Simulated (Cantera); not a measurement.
# N2O furnace oxynitridation

An isothermal, constant-pressure homogeneous reactor starts with N2O : O2 = 1 : 0.83 (molar parts), at 1275 K and 0.370 bar.

Detailed kinetics in Cantera: GRI-Mech 3.0 (53 species, 325 reactions). GRI-Mech 3.0 was tuned for natural gas; its chemistry of N2O as a main component is partial and can be far from experiment. The mechanism lacks the step 2 NO + O2 → 2 NO2, which can matter for NO2 below about 1400 K. The temperature is held fixed by assumption; the heat of reaction is taken as removed at once.

| t (s) | x N2O | x O2 | x N2 | x NO2 | x O | x NO |
|---|---|---|---|---|---|---|
| 0.000400 | 0.546 | 0.454 | 0.000169 | 1.39e-9 | 5.36e-6 | 2.40e-5 |
| 0.00140 | 0.546 | 0.454 | 0.000601 | 1.80e-8 | 5.36e-6 | 8.77e-5 |
| 0.00490 | 0.544 | 0.454 | 0.00211 | 2.06e-7 | 5.35e-6 | 0.000310 |
| 0.0171 | 0.536 | 0.455 | 0.00734 | 1.89e-6 | 5.35e-6 | 0.00108 |
| 0.0600 | 0.512 | 0.459 | 0.0250 | 1.12e-5 | 5.31e-6 | 0.00365 |
| 0.210 | 0.438 | 0.471 | 0.0792 | 4.18e-5 | 5.18e-6 | 0.0115 |
| 0.735 | 0.265 | 0.499 | 0.206 | 0.000112 | 4.67e-6 | 0.0293 |
| 2.57 | 0.0646 | 0.533 | 0.355 | 0.000193 | 2.72e-6 | 0.0471 |
| 9.00 | 0.00241 | 0.545 | 0.403 | 0.000390 | 2.82e-7 | 0.0493 |
x: mole fraction; the columns are a selection and need not sum to one.

Equilibrium at this temperature and pressure: N2O 1.24e-8, O2 0.571, N2 0.429, NO2 4.93e-6, O 1.40e-7, NO 0.000410 (gas phase only).
